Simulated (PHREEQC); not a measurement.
## Acid mine or pickling water

Synthetic water in mg/kgw, 25 °C, pH 2.73, pe 12:

```csv
constituent,mg/kgw
Na,63.2
K,434
Ca,349
Mg,89.5
Cl,424
S(6) as SO4,1550
Mn(2),2.11
Fe(3),8.46
```

Na is adjusted to close the charge balance.
Valence states are taken as typed.

The numbers come from PHREEQC with the ion-association model, wateq4f.dat.

```json
{
 "ionic_strength": "0.0536 mol/kgw",
 "total_alkalinity": "-3.57 meq/kg"
}
```

```tsv
species	molality	activity	log γ
Cl-	0.0120	0.00966	-0.092
K+	0.0107	0.00869	-0.092
SO4-2	0.0105	0.00477	-0.344
Ca+2	0.00604	0.00280	-0.333
Na+	0.00445	0.00365	-0.087
CaSO4	0.00263	0.00267	0.005
Mg+2	0.00241	0.00115	-0.322
H+	0.00219	0.00186	-0.070
MgSO4	0.00127	0.00128	0.005
HSO4-	0.00106	0.000863	-0.088
KSO4-	0.000353	0.000291	-0.084
FeSO4+	0.000115	9.40e-5	-0.086
NaSO4-	0.000106	8.71e-5	-0.084
```

This is a speciation only: nothing precipitates in the calculation. Saturation is exceeded, for instance for Jarosite-K, Hematite (slow to form); the values hold only as long as no solid forms.
